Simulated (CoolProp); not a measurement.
Vapour-liquid equilibrium of propane (1) + R152A (2) at 3.69 bar; x and y are mole fractions of (1).

Computed with CoolProp (multi-fluid Helmholtz-energy mixture model, Lemmon 2009 and Outcalt 1996; pair parameters Bell 2016).

| x | bubble temperature (K) | y at the bubble point | dew temperature at overall composition x (K) | liquid density (mol/L) |
|---|---|---|---|---|
| 0.05 | 277.4 | 0.193 | 281.5 | ? |
| 0.2 | ? | ? | ? | 13.89 |
| 0.35 | 264.2 | ? | 272.5 | 13.50 |
| 0.5 | 262.6 | 0.652 | ? | 13.12 |
| 0.65 | 261.9 | 0.700 | 262.6 | 12.79 |
| 0.8 | 261.9 | 0.768 | 262.1 | 12.54 |
| 0.95 | ? | 0.911 | 264.3 | 12.31 |

Q: What belongs in the gaps?

A: 
- 0.05, liquid density (mol/L): 14.16
- 0.2, bubble temperature (K): 268.0
- 0.2, y at the bubble point: 0.481
- 0.2, dew temperature at overall composition x (K): 277.2
- 0.35, y at the bubble point: 0.593
- 0.5, dew temperature at overall composition x (K): 267.4
- 0.95, bubble temperature (K): 263.6

y crosses x between x = 0.65 and 0.8: the model has an azeotrope there.

The pair parameters rest on a limited set of measurements; away from them the model extrapolates.
